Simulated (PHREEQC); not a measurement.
Make-up at 20 °C: 0.2 mol/kgw HF, 0.051 mol/kgw NH4HF2 and 0.095 mol/kgw H3PO4. Closed to the air; pH follows from the charge balance.

Computed with PHREEQC (ion-association model, phreeqc.dat).

No solid was allowed to form.

Problem. Order these F species by the share of F that they hold, largest first: HF, F-, HF2-.

Solution. HF (84 %), HF2- (10 %), F- (5.4 %)

The pH is 1.84 and the ionic strength 0.0682 mol/kgw.
